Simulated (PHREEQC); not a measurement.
NaOH is added in steps, without added water, to 1 kg of water holding 75 mmol/kgw H2SO4 and 35 mmol/kgw CuCl2, at 40 °C. Oxygen alone is held at its pressure in air (log pO2 = -0.68). The system is closed to CO2. Only these solids could form: Cu(OH)2, Brochantite, Antlerite, Atacamite, Halite, Mirabilite, Chalcanthite.

Base run: PHREEQC, ion-association model, wateq4f.dat. Each further column changes one thing. The table gives pH.

```tsv
NaOH added (mol)	base	H2SO4 from 0.075 to 0.0375 mol/kgw	CuCl2 from 0.035 to 0.175 mol/kgw	no solid may form
0	1.12	1.37	1.10	1.12
0.04025	1.31	1.78	1.27	1.31
0.07475	1.53	4.00	1.46	1.53
0.115	1.95	4.56	1.85	1.95
0.1552	4.22	11.41	3.56	5.66
0.1898	4.64	12.04	3.60	7.76
0.23	11.37	12.31	3.67	11.34
```

Constants without temperature data keep their 25 °C values here. The database's constant for dissolved Cu(OH)2 is higher than later reviews accept. In at least one series the solution becomes supersaturated in solids that the run did not let form, among them Cu(OH)2, Brochantite, Antlerite, Atacamite.
